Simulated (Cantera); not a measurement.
A perfectly stirred reactor is fed with 1.80 % CO, 0.216 % H2, 1.80 % CH4, 10.2 % O2, 86.0 % N2, equivalence ratio 0.45, at 5.00 bar; it is adiabatic with a 650 K inlet, and is followed from long to short residence time, starting on the burning branch (τ in s: 0.29, 0.11, 0.043, 0.017, 0.0065, 0.0025, 0.00097, 0.00038, 0.00015, 5.7e-05, 2.2e-05, 8.5e-06).

Model: GRI-Mech 3.0 (53 species, 325 reactions), integrated in Cantera.

x: mole fraction; the columns are a selection and need not sum to one.

| τ (s) | T (K) | x CO | x H2 | x CH4 | x HO2 | x C2H2 | x H2O |
|---|---|---|---|---|---|---|---|
| 0.29 | 1237 | 0.00161 | 3.33e-5 | 0.000102 | 9.86e-6 | 3.79e-8 | 0.0382 |
| 0.11 | 1215 | [?] | [?] | [?] | [?] | [?] | 0.0378 |
| 0.043 | 650 | 0.0180 | 0.00216 | 0.0180 | 2.50e-12 | <1e-12 | 1.29e-12 |
| 0.017 | 650 | 0.0180 | 0.00216 | 0.0180 | <1e-12 | <1e-12 | <1e-12 |
| 0.0065 | 650 | 0.0180 | 0.00216 | 0.0180 | <1e-12 | <1e-12 | <1e-12 |
| 0.0025 | 650 | 0.0180 | 0.00216 | 0.0180 | <1e-12 | <1e-12 | <1e-12 |
| 0.00097 | 650 | 0.0180 | 0.00216 | 0.0180 | <1e-12 | <1e-12 | <1e-12 |
| 0.00038 | 650 | 0.0180 | 0.00216 | 0.0180 | <1e-12 | <1e-12 | <1e-12 |
| 0.00015 | 650 | 0.0180 | 0.00216 | 0.0180 | <1e-12 | <1e-12 | <1e-12 |
| 5.7e-5 | 650 | 0.0180 | 0.00216 | 0.0180 | <1e-12 | <1e-12 | <1e-12 |
| 2.2e-5 | 650 | 0.0180 | 0.00216 | 0.0180 | <1e-12 | <1e-12 | <1e-12 |
| 8.5e-6 | 650 | 0.0180 | 0.00216 | 0.0180 | <1e-12 | <1e-12 | <1e-12 |

Q: Some entries are withheld; supply them.

A: 
- 0.11, x CO: 0.00385
- 0.11, x H2: 9.31e-5
- 0.11, x CH4: 0.000256
- 0.11, x HO2: 1.79e-5
- 0.11, x C2H2: 5.26e-8
